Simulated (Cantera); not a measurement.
Input: 1 mol SiH2Cl2, 0.013 mol Cl2, 12 mol N2, held at 1402 °C and 0.430 bar.

Cantera equilibrium calculation (NASA polynomials, part measured and part estimated; ideal gas, pure solids and liquids). Candidate condensed phases: NH4Cl, Si, Si3N4; 28 gas species. The tables' values for SiCl3 are old estimates; treat these amounts as uncertain. Equilibrium is a limit: real reactors are often held back by kinetics, nucleation or transport.

**Question.** What is the equilibrium state?

**Answer.** 
- x(N2) = 0.857
- x(HCl) = 0.0865
- x(H2) = 0.0307
- x(SiCl2) = 0.0174
- x(SiCl3) = 0.00515
- x(SiCl4) = 0.00316
- x(SiHCl3) = 0.000202
- x(Cl) = 6.82e-5
- x(H) = 3.10e-5
- n(Si3N4(s)) = 0.217 mol
- gas amount = 13.50 mol
- log10 activity of Si(s) (absent) = -1.70
